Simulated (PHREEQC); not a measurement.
Consider water at 25 °C with 1.4 mol/kgw NaOH, 0.0027 mol/kgw Na2B4O7 and 0.2 mol/kgw KBr. Closed to the air; pH follows from the charge balance.

Equilibrium calculation in PHREEQC: Pitzer model, pitzer.dat.

```yaml
pH: 14.01
ionic_strength: 1.60 mol/kgw
activity_of_water: 0.945
density: 1.072 g/cm³
osmotic_coefficient: 0.975
total_alkalinity: 1400 meq/kg
```

```json
[
 {"species": "Na+", "molality": "1.41", "activity": "0.912", "log γ": "-0.188"},
 {"species": "OH-", "molality": "1.40", "activity": "0.979", "log γ": "-0.154"},
 {"species": "Br-", "molality": "0.200", "activity": "0.116", "log γ": "-0.236"},
 {"species": "K+", "molality": "0.200", "activity": "0.145", "log γ": "-0.138"},
 {"species": "B(OH)4-", "molality": "0.0108", "activity": "0.00472", "log γ": "-0.360"},
 {"species": "B(OH)3", "molality": "1.17e-7", "activity": "8.46e-8", "log γ": "-0.143"}
]
```

This is a speciation only: nothing precipitates in the calculation. In brines, pH and single-ion activities rest on the MacInnes convention.
